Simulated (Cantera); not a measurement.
**Equilibrium for abatement and gas-phase synthesis: S + SO2 + H2**

Feed: 1 mol S, 0.51 mol SO2, 3.2 mol H2, at 100000 Pa.

Cantera equilibrium calculation (NASA polynomials, part measured and part estimated; ideal gas, pure solids and liquids). Candidate condensed phases: H2O, H2SO4, S; 19 gas species. Gases not in the tables: S3 to S7. Equilibrium is a limit: real reactors are often held back by kinetics, nucleation or transport.

```csv
T (°C),log p H2,log p H2S,log p H2O,log p S2,log p SH,log p SO2,log p SO
975,-0.63,-0.36,-0.50,-1.85,-3.55,-4.31,-5.54
1050,-0.59,-0.39,-0.51,-1.57,-3.22,-3.94,-4.99
1125,-0.54,-0.44,-0.52,-1.37,-2.94,-3.66,-4.54
1200,-0.50,-0.49,-0.53,-1.23,-2.70,-3.43,-4.16
1275,-0.46,-0.55,-0.53,-1.12,-2.50,-3.23,-3.83
1350,-0.42,-0.62,-0.54,-1.04,-2.33,-3.06,-3.54
1425,-0.39,-0.69,-0.55,-0.98,-2.18,-2.91,-3.27
1500,-0.37,-0.77,-0.56,-0.94,-2.05,-2.77,-3.04
1575,-0.35,-0.84,-0.57,-0.91,-1.93,-2.64,-2.82
1650,-0.34,-0.91,-0.58,-0.89,-1.83,-2.52,-2.62
```
log p: log10 of the partial pressure in bar; nothing condenses.

From 975 °C to 1650 °C nothing is condensed.
